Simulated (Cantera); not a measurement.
**Thermodynamics of titanium nitride, carbide and oxide coatings, feed Ti(OiPr)4 + CH4**

Feed: 1 mol Ti(OiPr)4, 0.17 mol CH4, equilibrated at 75.0 Torr.

Cantera equilibrium calculation (NASA polynomials, part measured and part estimated; ideal gas, pure solids and liquids). Candidate condensed phases: C, C6H6, C7H8, C8H18, H2O, Ti, TiC, TiO, TiO2, Ti2O3, Ti3O5, Ti4O7; 113 gas species. The feed counts by its element totals alone. TiC: taken at fixed stoichiometry. Condensed phases not in the tables: Magnéli phases beyond Ti4O7. The numbers say what is thermodynamically allowed, not how fast it happens.

| T (K) | x H2 | x CO | x CH4 | x H2O | x H | x CO2 | x C2H2 (acetylene) | n C(graphite) | n TiO2(rutile) | n Ti4O7(s) | n Ti3O5(s) | n TiC(s) |
|---|---|---|---|---|---|---|---|---|---|---|---|---|
| 1148 | 0.876 | 0.122 | 0.00182 | 0.000514 | 2.12e-7 | 6.06e-5 | 3.25e-8 | 10.1 | 1.00 | 0 | 0 | 0 |
| 1198 | 0.863 | 0.135 | 0.00119 | 0.000310 | 5.58e-7 | 3.57e-5 | 8.54e-8 | 9.91 | 0 | 0.250 | 0 | 0 |
| 1248 | 0.859 | 0.140 | 0.000823 | 0.000185 | 1.37e-6 | 1.93e-5 | 2.09e-7 | 9.83 | 0 | 0 | 0.333 | 0 |
| 1298 | 0.859 | 0.140 | 0.000588 | 0.000112 | 3.14e-6 | 1.04e-5 | 4.80e-7 | 9.83 | 0 | 0 | 0.333 | 0 |
| 1348 | 0.781 | 0.218 | 0.000356 | 9.94e-5 | 6.47e-6 | 1.42e-5 | 9.40e-7 | 7.17 | 0 | 0 | 0 | 1.00 |
| 1398 | 0.782 | 0.218 | 0.000267 | 6.45e-5 | 1.32e-5 | 8.33e-6 | 1.92e-6 | 7.17 | 0 | 0 | 0 | 1.00 |
| 1448 | 0.782 | 0.218 | 0.000204 | 4.32e-5 | 2.58e-5 | 5.09e-6 | 3.71e-6 | 7.17 | 0 | 0 | 0 | 1.00 |
| 1498 | 0.782 | 0.218 | 0.000159 | 2.97e-5 | 4.80e-5 | 3.21e-6 | 6.89e-6 | 7.17 | 0 | 0 | 0 | 1.00 |
| 1548 | 0.782 | 0.218 | 0.000125 | 2.09e-5 | 8.61e-5 | 2.10e-6 | 1.23e-5 | 7.17 | 0 | 0 | 0 | 1.00 |
| 1598 | 0.782 | 0.218 | 0.000101 | 1.51e-5 | 0.000149 | 1.40e-6 | 2.11e-5 | 7.17 | 0 | 0 | 0 | 1.00 |
x: gas mole fraction; n: condensed amount in mol.

At 1148 K the condensed part is C(graphite) + TiO2(rutile). At 1198 K the condensed part is C(graphite) + Ti4O7(s). From 1248 K to 1298 K the condensed part is C(graphite) + Ti3O5(s). From 1348 K to 1598 K the condensed part is C(graphite) + TiC(s).
